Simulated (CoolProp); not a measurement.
Properties of cyclopentane along the isotherm 420.7 K.

Model: reference Helmholtz-energy equation of state, Gedanitz 2015, in CoolProp.

| p (MPa) | phase | Z | Joule-Thomson coefficient (K/MPa) | isothermal compressibility (1/MPa) | conductivity (mW/(m K)) | fugacity coefficient |
|---|---|---|---|---|---|---|
| 0.191 | gas | 0.9718 | 13.21 | 5.391 | 25.3 | 0.9725 |
| 0.382 | gas | 0.9421 | 13.82 | 2.787 | 26.2 | 0.9451 |
| 0.573 | gas | 0.9108 | 14.53 | 1.931 | 27.0 | 0.9178 |
| 0.764 | gas | 0.8773 | 15.38 | 1.516 | 27.9 | 0.8905 |
| 0.955 | gas | 0.8413 | 16.41 | 1.281 | 28.9 | 0.8632 |
| 1.15 | liquid | 0.03860 | 0.04943 | 0.006287 | 85.2 | 0.8187 |
| 1.34 | liquid | 0.04492 | 0.04298 | 0.006199 | 85.4 | 0.7071 |
| 1.53 | liquid | 0.05123 | 0.03671 | 0.006114 | 85.6 | 0.6232 |
| 1.72 | liquid | 0.05753 | 0.03062 | 0.006032 | 85.8 | 0.5579 |
| 1.91 | liquid | 0.06381 | 0.02468 | 0.005952 | 86.0 | 0.5056 |
| 2.1 | liquid | 0.07008 | 0.01891 | 0.005874 | 86.2 | 0.4628 |
| 2.29 | liquid | 0.07634 | 0.01328 | 0.005799 | 86.4 | 0.4271 |

Thermal conductivity comes from a separate model (Vassiliou 2015).
